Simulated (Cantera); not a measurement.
Input: 1 mol HgO, 1.2 mol H2, equilibrated at 1250 K and 1.80 bar.

Equilibrium computed with Cantera from the NASA thermochemical tables; the gas is ideal and each condensed phase is pure. Candidate condensed phases: H2O, Hg, HgO; 10 gas species. Equilibrium is a limit: real reactors are often held back by kinetics, nucleation or transport.

Base state: H2O 0.455, Hg 0.455, H2 0.0909 (mole fractions); condensed: gas only.

Problem. What changes in the equilibrium state with this change: HgO replaced by Hg?

Solution. 
```json
[
 {"species": "H2", "before": "0.0909", "after": "0.545"},
 {"species": "Hg", "before": "0.455", "after": "0.455"},
 {"species": "H2O", "before": "0.455", "after": "0"}
]
```

Problem. What changes in the equilibrium state with this change: HgO replaced by Pb?

Solution. 
```csv
species,before,after
H2,0.0909,0.999
Pb,0,0.000743
Hg,0.455,0
H2O,0.455,0
"Pb(l), mol",0,0.999
```
Further candidate phases: Pb.

Problem. What changes in the equilibrium state with this change: temperature from 1250 K to 575 K?

Solution. 
```csv
species,before,after
H2O,0.455,0.676
Hg,0.455,0.188
H2,0.0909,0.135
"Hg(l), mol",0,0.721
```
